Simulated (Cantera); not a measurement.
Thermodynamics of hydrogen reduction and annealing atmospheres, feed V₂O₃ + H₂ + H₂O

A closed system holds: 1 mol V₂O₃, 13 mol H₂, 0.083 mol H₂O, at 0.100 bar.

Cantera equilibrium calculation (NASA polynomials, part measured and part estimated; ideal gas, pure solids and liquids). Candidate condensed phases: H₂O, V, VO, V₂O₃, V₂O₄, V₂O₅; 12 gas species. Mutual solubility and eutectic melting of coexisting phases are not modelled. VO: taken at fixed stoichiometry. Condensed phases not in the tables: the oxides between V₂O₃ and V₂O₅ other than VO₂. Equilibrium is a limit: real reactors are often held back by kinetics, nucleation or transport.

```
T (K)   x H₂    x H₂O       x H     x VO₂      x VO      x OH       x V       x O  n V₂O₃(s)  n VO(s)  n VO(l)
-----  -----  -------  --------  --------  --------  --------  --------  --------  ---------  -------  -------
1023   0.994  0.00634   1.30e-8    <1e-12    <1e-12    <1e-12    <1e-12    <1e-12       1.00        0        0
1123   0.994  0.00634   1.34e-7    <1e-12    <1e-12  4.41e-12    <1e-12    <1e-12       1.00        0        0
1223   0.994  0.00634   9.48e-7    <1e-12    <1e-12  5.45e-11    <1e-12    <1e-12       1.00        0        0
1323   0.994  0.00634   5.00e-6  3.04e-11    <1e-12  4.62e-10    <1e-12    <1e-12       1.00        0        0
1423   0.994  0.00634   2.09e-5  6.47e-10  3.18e-11   2.90e-9    <1e-12    <1e-12       1.00        0        0
1523   0.994  0.00634   7.29e-5   9.09e-9  8.15e-10   1.43e-8  3.26e-12    <1e-12       1.00        0        0
1623   0.993  0.00682  0.000218   9.43e-8   1.33e-8   6.26e-8  1.00e-10  1.13e-11      0.994   0.0124        0
1723   0.989   0.0106  0.000573   8.92e-7   1.28e-7   3.37e-7   1.16e-9  1.55e-10      0.944    0.112        0
1823   0.983   0.0157   0.00136   6.52e-6   9.45e-7   1.51e-6   1.01e-8   1.60e-9      0.877    0.245        0
1923   0.975   0.0222   0.00294   3.83e-5   5.61e-6   5.77e-6   6.91e-8   1.30e-8      0.791    0.417        0
2023   0.964   0.0303   0.00590  0.000187   2.76e-5   1.93e-5   3.89e-7   8.57e-8      0.683    0.631        0
2123   0.941   0.0472    0.0110  0.000849  0.000106   6.82e-5   1.41e-6   5.66e-7      0.450        0     1.09
2223   0.900   0.0769    0.0192   0.00352  0.000337  0.000237   3.84e-6   3.51e-6     0.0131        0     1.92
```
x: gas mole fraction; n: condensed amount in mol.

From 1023 K to 1523 K the condensed part is V₂O₃(s). From 1623 K to 2023 K the condensed part is VO(s) + V₂O₃(s). From 2123 K to 2223 K the condensed part is VO(l) + V₂O₃(s).
